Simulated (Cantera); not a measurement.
Charge: 1 mol C3H8, 1.1 mol H2, at 87.0 bar.

Equilibrium computed with Cantera from the NASA thermochemical tables; the gas is ideal and each condensed phase is pure. Candidate condensed phases: C, C6H6, C7H8, C8H18; 76 gas species. The ideal-gas law is rough above about 30 bar. The numbers say what is thermodynamically allowed, not how fast it happens.

x: gas mole fraction; n: condensed amount in mol.

```csv
T (K),x H2,x CH4,x C2H2 (acetylene),x H,x CH3,x C2H4,n C(graphite)
1975,0.962,0.0366,0.000625,0.000144,0.000109,0.000406,2.81
2025,0.966,0.0323,0.000874,0.000203,0.000134,0.000431,2.83
2075,0.969,0.0286,0.00120,0.000281,0.000163,0.000456,2.84
2125,0.972,0.0255,0.00163,0.000384,0.000196,0.000481,2.85
2175,0.974,0.0229,0.00217,0.000516,0.000234,0.000505,2.86
2225,0.975,0.0206,0.00286,0.000686,0.000276,0.000529,2.86
2275,0.976,0.0186,0.00372,0.000899,0.000324,0.000552,2.86
2325,0.976,0.0169,0.00477,0.00117,0.000377,0.000574,2.86
2375,0.976,0.0154,0.00606,0.00149,0.000436,0.000596,2.85
2425,0.975,0.0141,0.00761,0.00189,0.000500,0.000618,2.84
2475,0.974,?,?,?,?,0.000638,2.83
2525,0.972,0.0118,?,?,?,0.000657,2.81
2575,0.970,0.0109,0.0143,0.00366,0.000727,0.000675,2.79
2625,0.966,0.0101,0.0173,0.00447,0.000814,0.000692,2.76
```

Task: Some entries are withheld; supply them.

Result: 
- 2475, x CH4: 0.0129
- 2475, x C2H2 (acetylene): 0.00947
- 2475, x H: 0.00238
- 2475, x CH3: 0.000570
- 2525, x C2H2 (acetylene): 0.0117
- 2525, x H: 0.00296
- 2525, x CH3: 0.000646
